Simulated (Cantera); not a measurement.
## Sublimation and decomposition of ceramics: Si3N4 + Si + H2 + C

Input: 1 mol Si3N4, 0.14 mol Si, 3.5 mol H2, 0.059 mol C, at 0.133 bar.

Method: chemical equilibrium by Gibbs-energy minimisation in Cantera with the NASA 1993 tables (ideal gas, pure condensed phases). Candidate condensed phases: C, C6H6, C7H8, C8H18, Si, SiC, Si3N4; 105 gas species. Mutual solubility and eutectic melting of coexisting phases are not modelled. The tables' values for SiN are old estimates; treat these amounts as uncertain. Gases not in the tables: Si2H6 and higher silanes. Equilibrium is a limit: real reactors are often held back by kinetics, nucleation or transport.

From 1750 K to 1850 K the condensed part is Si(l) + SiC(s) + Si3N4(s). From 1950 K to 2350 K the condensed part is Si(l) + SiC(s). From 2450 K to 2750 K the condensed part is Si(l). The main Si-bearing gas is SiH2 at 1750 K and Si at 2750 K.

```json
[
 {"T (K)": "1750", "x H2": "0.971", "x N2": "0.0285", "x Si": "1.13e-5", "x H": "0.000628", "n Si(l)": "0.235", "n SiC(s)": "0.0589", "n Si3N4(s)": "0.949"},
 {"T (K)": "1850", "x H2": "0.852", "x N2": "0.146", "x Si": "4.84e-5", "x H": "0.00136", "n Si(l)": "0.979", "n SiC(s)": "0.0586", "n Si3N4(s)": "0.701"},
 {"T (K)": "1950", "x H2": "0.634", "x N2": "0.363", "x Si": "0.000179", "x H": "0.00250", "n Si(l)": "3.08", "n SiC(s)": "0.0574", "n Si3N4(s)": "0"},
 {"T (K)": "2050", "x H2": "0.631", "x N2": "0.362", "x Si": "0.000580", "x H": "0.00494", "n Si(l)": "3.08", "n SiC(s)": "0.0556", "n Si3N4(s)": "0"},
 {"T (K)": "2150", "x H2": "0.627", "x N2": "0.361", "x Si": "0.00168", "x H": "0.00914", "n Si(l)": "3.07", "n SiC(s)": "0.0518", "n Si3N4(s)": "0"},
 {"T (K)": "2250", "x H2": "0.618", "x N2": "0.358", "x Si": "0.00444", "x H": "0.0160", "n Si(l)": "3.06", "n SiC(s)": "0.0443", "n Si3N4(s)": "0"},
 {"T (K)": "2350", "x H2": "0.603", "x N2": "0.352", "x Si": "0.0108", "x H": "0.0265", "n Si(l)": "3.02", "n SiC(s)": "0.0293", "n Si3N4(s)": "0"},
 {"T (K)": "2450", "x H2": "0.578", "x N2": "0.342", "x Si": "0.0243", "x H": "0.0418", "n Si(l)": "2.93", "n SiC(s)": "0", "n Si3N4(s)": "0"},
 {"T (K)": "2550", "x H2": "0.542", "x N2": "0.327", "x Si": "0.0514", "x H": "0.0629", "n Si(l)": "2.72", "n SiC(s)": "0", "n Si3N4(s)": "0"},
 {"T (K)": "2650", "x H2": "0.484", "x N2": "0.302", "x Si": "0.103", "x H": "0.0893", "n Si(l)": "2.28", "n SiC(s)": "0", "n Si3N4(s)": "0"},
 {"T (K)": "2750", "x H2": "0.397", "x N2": "0.261", "x Si": "0.194", "x H": "0.118", "n Si(l)": "1.33", "n SiC(s)": "0", "n Si3N4(s)": "0"}
]
```
x: gas mole fraction; n: condensed amount in mol.
